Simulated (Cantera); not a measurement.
Input: 1 mol SiC, 0.0017 mol O₂, 2.9 mol H₂, at 23.0 Pa.

These are equilibrium values from Cantera (NASA tables, ideal gas, pure condensed phases), not measurements of a reactor. Candidate condensed phases: C, C₆H₆, C₇H₈, C₈H₁₈, H₂O, Si, SiC, SiO₂; 123 gas species. Mutual solubility and eutectic melting of coexisting phases are not modelled. The tables hold silica as quartz up to 1696 K and as liquid above; real silica turns to tridymite and cristobalite and melts near 1996 K. The numbers say what is thermodynamically allowed, not how fast it happens.

x: gas mole fraction; n: condensed amount in mol.

```json
[
 {"T (K)": "900", "x H₂": "1.000", "x H": "[?]", "x CO": "9.26e-6", "x SiO": "2.63e-10", "x CH₄": "7.18e-5", "x Si": "<1e-12", "n C(graphite)": "0.00145", "n SiC(s)": "0.998", "n SiO₂(β-quartz)": "0.00169"},
 {"T (K)": "950", "x H₂": "1.000", "x H": "[?]", "x CO": "7.90e-5", "x SiO": "3.93e-9", "x CH₄": "3.85e-5", "x Si": "<1e-12", "n C(graphite)": "0.00124", "n SiC(s)": "0.998", "n SiO₂(β-quartz)": "0.00159"},
 {"T (K)": "1000", "x H₂": "1.000", "x H": "[?]", "x CO": "0.000379", "x SiO": "5.04e-8", "x CH₄": "1.73e-5", "x Si": "<1e-12", "n C(graphite)": "0", "n SiC(s)": "0.999", "n SiO₂(β-quartz)": "0.00115"},
 {"T (K)": "1050", "x H₂": "1.000", "x H": "[?]", "x CO": "0.000389", "x SiO": "8.02e-7", "x CH₄": "3.30e-6", "x Si": "<1e-12", "n C(graphite)": "0", "n SiC(s)": "0.999", "n SiO₂(β-quartz)": "0.00113"},
 {"T (K)": "1100", "x H₂": "1.000", "x H": "[?]", "x CO": "0.000393", "x SiO": "9.93e-6", "x CH₄": "7.28e-7", "x Si": "1.01e-12", "n C(graphite)": "0", "n SiC(s)": "0.999", "n SiO₂(β-quartz)": "0.00111"},
 {"T (K)": "1150", "x H₂": "0.999", "x H": "[?]", "x CO": "0.000423", "x SiO": "9.64e-5", "x CH₄": "1.90e-7", "x Si": "2.98e-11", "n C(graphite)": "0", "n SiC(s)": "0.999", "n SiO₂(β-quartz)": "0.000947"},
 {"T (K)": "1200", "x H₂": "0.999", "x H": "[?]", "x CO": "0.000585", "x SiO": "0.000585", "x CH₄": "7.29e-8", "x Si": "5.06e-10", "n C(graphite)": "0", "n SiC(s)": "0.998", "n SiO₂(β-quartz)": "0"},
 {"T (K)": "1250", "x H₂": "0.999", "x H": "[?]", "x CO": "0.000585", "x SiO": "0.000585", "x CH₄": "5.94e-8", "x Si": "3.46e-9", "n C(graphite)": "0", "n SiC(s)": "0.998", "n SiO₂(β-quartz)": "0"},
 {"T (K)": "1300", "x H₂": "0.999", "x H": "[?]", "x CO": "0.000585", "x SiO": "0.000585", "x CH₄": "4.92e-8", "x Si": "2.04e-8", "n C(graphite)": "0", "n SiC(s)": "0.998", "n SiO₂(β-quartz)": "0"},
 {"T (K)": "1350", "x H₂": "0.999", "x H": "[?]", "x CO": "0.000586", "x SiO": "0.000585", "x CH₄": "4.13e-8", "x Si": "1.06e-7", "n C(graphite)": "0", "n SiC(s)": "0.998", "n SiO₂(β-quartz)": "0"},
 {"T (K)": "1400", "x H₂": "0.999", "x H": "[?]", "x CO": "0.000586", "x SiO": "0.000585", "x CH₄": "3.50e-8", "x Si": "4.85e-7", "n C(graphite)": "0", "n SiC(s)": "0.998", "n SiO₂(β-quartz)": "0"},
 {"T (K)": "1450", "x H₂": "0.998", "x H": "[?]", "x CO": "0.000586", "x SiO": "0.000584", "x CH₄": "3.01e-8", "x Si": "2.00e-6", "n C(graphite)": "0", "n SiC(s)": "0.998", "n SiO₂(β-quartz)": "0"},
 {"T (K)": "1500", "x H₂": "0.998", "x H": "[?]", "x CO": "0.000589", "x SiO": "0.000581", "x CH₄": "2.62e-8", "x Si": "7.48e-6", "n C(graphite)": "0", "n SiC(s)": "0.998", "n SiO₂(β-quartz)": "0"}
]
```

### Question
Complete the blanks.

### Answer

- 900, x H: 7.71e-9
- 950, x H: 3.67e-8
- 1000, x H: 1.50e-7
- 1050, x H: 5.35e-7
- 1100, x H: 1.70e-6
- 1150, x H: 4.92e-6
- 1200, x H: 1.30e-5
- 1250, x H: 3.19e-5
- 1300, x H: 7.29e-5
- 1350, x H: 0.000157
- 1400, x H: 0.000320
- 1450, x H: 0.000623
- 1500, x H: 0.00116
